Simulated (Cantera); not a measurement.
Input: 1 mol Ni, 0.23 mol H2S, 2.6 mol N2, at 1302 °C and 3700 Pa.

Equilibrium computed with Cantera from the NASA thermochemical tables; the gas is ideal and each condensed phase is pure. Candidate condensed phases: Ni, NiS, NiS2, Ni3S2, Ni3S4, S; 17 gas species. Metal and sulfide melt together well below either melting point, which pure phases cannot show. Mutual solubility and eutectic melting of coexisting phases are not modelled. The numbers say what is thermodynamically allowed, not how fast it happens.

Base state: N2 0.918, H2 0.0800, H2S 0.00107, S2 0.000736, SH 0.000165, H 6.11e-5, S 1.32e-5 (mole fractions); condensed: Ni(s) + Ni3S2(l).

### Question
What changes in the equilibrium state with this change: temperature from 1302 °C to 1727 °C?

### Answer
```tsv
species	before	after
N2	0.918	0.876
H2	0.0800	0.0730
S2	0.000736	0.0336
Ni	6.92e-6	0.00510
NiS	4.44e-6	0.00225
S	1.32e-5	0.00303
Ni(s), mol	0.667	0
Ni3S2(l), mol	0.111	0
Ni(l), mol	0	0.978
```
